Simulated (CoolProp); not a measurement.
500 sccm (0 °C, 1 atm) of nitrogen bubbles through liquid methanol at 288.2 K and leaves saturated at a total pressure of 0.15 MPa (ideal gas phase). Each further row changes one setting.

The numbers come from the reference Helmholtz-energy equation of state, de Reuck 1993 in CoolProp.

```csv
case,vapour pressure (kPa),mole fraction of vapour,delivery (mg/min),delivery (sccm),change of delivery for a bath 1 K warmer (%)
as stated,9.93,0.0662,(withheld),35.4,(withheld)
bath temperature 293.2 K,13.1,(withheld),(withheld),47.7,(withheld)
total pressure 0.3 MPa,9.93,0.0331,24.5,(withheld),(withheld)
```

**Question.** What belongs in the gaps?

**Answer.** 
- as stated, delivery (mg/min): 50.7
- as stated, change of delivery for a bath 1 K warmer (%): 6.2
- bath temperature 293.2 K, mole fraction of vapour: 0.0871
- bath temperature 293.2 K, delivery (mg/min): 68.2
- bath temperature 293.2 K, change of delivery for a bath 1 K warmer (%): 6.1
- total pressure 0.3 MPa, delivery (sccm): 17.1
- total pressure 0.3 MPa, change of delivery for a bath 1 K warmer (%): 5.9
